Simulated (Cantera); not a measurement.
An isothermal, constant-pressure homogeneous reactor starts with 1.85 % C2H6, 98.1 % H2, at 1525 K and 668 Torr.

Cantera simulation using GRI-Mech 3.0 (53 species, 325 reactions); the numbers are that mechanism's predictions, not measurements. GRI-Mech 3.0 stops at C3 and has no aromatics, soot or wall deposition, so with more carbon than oxygen in the feed, carbon stays in small species such as C2H2 where larger ones or solid carbon would form.

Question: Predict: x(C2H6) at 2.00 s; x(H2) at 2.00 s; x(C2H2) at 2.00 s; x(CH4) at 2.00 s; x(CH3) at 2.00 s.

Answer: 
```json
{
 "x(C2H6) at 2.00 s": "3.68e-6 (gas-phase equilibrium 3.43e-6)",
 "x(H2) at 2.00 s": "0.968 (gas-phase equilibrium 0.967)",
 "x(C2H2) at 2.00 s": "0.00360 (gas-phase equilibrium 0.00294)",
 "x(CH4) at 2.00 s": "0.0282 (gas-phase equilibrium 0.0298)",
 "x(CH3) at 2.00 s": "1.49e-5 (gas-phase equilibrium 1.55e-5)"
}
```
